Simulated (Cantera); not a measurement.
A closed system holds: 1 mol C2F6, 2.9 mol H2, equilibrated at 2027 °C and 0.00160 bar.

These are equilibrium values from Cantera (NASA tables, ideal gas, pure condensed phases), not measurements of a reactor. Candidate condensed phases: C, C6H6, C7H8, C8H18; 95 gas species. The feed counts by its element totals alone. Equilibrium is a limit: real reactors are often held back by kinetics, nucleation or transport.

Base state: HF 0.963, F 0.0331, H 0.00202, CF2 0.000908, CF 0.000551, H2 6.99e-5, C3 1.05e-5 (mole fractions); condensed: C(graphite).

Task: What changes in the equilibrium state with this change: pressure from 0.00160 bar to 0.000820 bar?

Result: 
```
species            before    after
----------------  -------  -------
HF                  0.963    0.960
F                  0.0331   0.0355
H                 0.00202  0.00367
C3                1.05e-5  2.04e-5
C                 5.23e-6  1.02e-5
C(graphite), mol     1.99     1.99
```
